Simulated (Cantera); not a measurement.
Charge: 1 mol CH₃SiCl₃, 0.017 mol C₃H₈, 1600 mol H₂, 0.019 mol C₂H₂, held at 2348 K and 5400 Pa.

Equilibrium computed with Cantera from the NASA thermochemical tables; the gas is ideal and each condensed phase is pure. Candidate condensed phases: C, C₆H₆, C₇H₈, C₈H₁₈, Si, SiC; 109 gas species. The feed counts by its element totals alone. Gases not in the tables: Si₂H₆ and higher silanes. The numbers say what is thermodynamically allowed, not how fast it happens.

Question: What is the equilibrium state?

Answer: 
- x(H₂) = 0.946
- x(H) = 0.0517
- x(HCl) = 0.00175
- x(Si) = 0.000544
- x(C₂H₂ (acetylene)) = 0.000321
- x(Cl) = 6.86e-5
- x(SiH) = 4.15e-5
- x(SiH₂) = 1.12e-5
- x(SiC₂) = 5.48e-6
- gas amount = 1647 mol
- log10 activity of C(graphite) (absent) = -0.60
- log10 activity of Si(l) (absent) = -1.68
